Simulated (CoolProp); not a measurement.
Vapour-liquid equilibrium of diethyl ether (1) + benzene (2) at 0.777 bar; x and y are mole fractions of (1).

Values from CoolProp's multi-fluid Helmholtz-energy mixture model, Thol 2014 and Thol 2012; pair parameters Bell 2016.

```
x      bubble temperature, mixture model (°C)  bubble temperature, Raoult's law (°C)  y, mixture model  y, Raoult's law
-----  --------------------------------------  -------------------------------------  ----------------  ---------------
0.05                                     67.3                                   67.1             0.176            0.183
0.125                                    61.5                                   61.2             0.373            0.386
0.2                                      56.5                                   56.1             0.517            0.531
0.275                                    52.2                                   51.8             0.625            0.639
0.35                                     48.4                                   47.9             0.707            0.720
0.425                                    45.0                                   44.6             0.772            0.783
0.5                                      41.9                                   41.5             0.824            0.833
0.575                                    39.2                                   38.8             0.866            0.873
0.65                                     36.6                                   36.3             0.900            0.906
0.725                                    34.3                                   34.1             0.929            0.933
0.8                                      32.2                                   32.0             0.953            0.955
0.875                                    30.2                                   30.1             0.973            0.974
0.95                                     28.3                                   28.3             0.990            0.991
```

The largest gap from Raoult's law is +0.5 K in bubble temperature, at x = 0.35. No azeotrope shows between x = 0.05 and 0.95.

The pair parameters rest on a limited set of measurements; away from them the model extrapolates.
